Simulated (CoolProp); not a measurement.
Vapour pressure (MPa) of R236FA: the reference equation beside estimates from Tc = 398.1 K, pc = 3.191 MPa, ω = 0.377.

Model: reference Helmholtz-energy equation of state, Pan 2012, in CoolProp.

```csv
T (K),reference,Lee-Kesler,van der Waals
281.2,0.1483,0.1480,0.6700
286.7,0.1822,0.1823,0.7385
292.1,0.2211,0.2215,0.8101
297.6,0.2670,0.2678,0.8874
303.1,0.3198,0.3211,0.9694
308.5,0.3792,0.3810,1.054
314,0.4479,0.4503,1.146
319.5,0.5257,0.5286,1.242
```

Absolute difference from the reference over all 8 rows, mean and median: Lee-Kesler 0.3 and 0.4 %, van der Waals 228.6 and 217.7 %.
